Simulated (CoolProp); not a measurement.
C3F8 (R218) along the isotherm 440 K: fugacity coefficient from the reference equation and from simpler models built on Tc = 345.0 K, pc = 2.640 MPa, ω = 0.317; each cubic takes its own stable root.

The numbers come from the reference Helmholtz-energy equation of state, Lemmon 2006 in CoolProp. It is a short technical equation, of lower accuracy than the large ones.

```tsv
p (MPa)	phase	reference	van der Waals	Redlich-Kwong	Soave-Redlich-Kwong	Peng-Robinson
0.0632	gas	0.9968	0.9961	0.9961	0.9968	0.9961
0.112	gas	0.9944	0.9932	0.9930	0.9943	0.9931
0.2	gas	0.9899	0.9878	0.9876	0.9899	0.9878
0.356	gas	0.9821	0.9783	0.9780	0.9822	0.9784
0.632	gas	0.9684	0.9616	0.9611	0.9685	0.9620
1.12	gas	0.9444	0.9324	0.9319	0.9450	0.9338
2	gas	0.9021	0.8804	0.8810	0.9042	0.8857
3.56	supercritical	0.8305	0.7907	0.7969	0.8375	0.8089
6.32	supercritical	0.7217	0.6518	0.6728	0.7407	0.7011
11.2	supercritical	0.6068	0.5372	0.5521	0.6420	0.5917
20	supercritical	0.5549	0.5163	0.4958	0.6008	0.5322
```
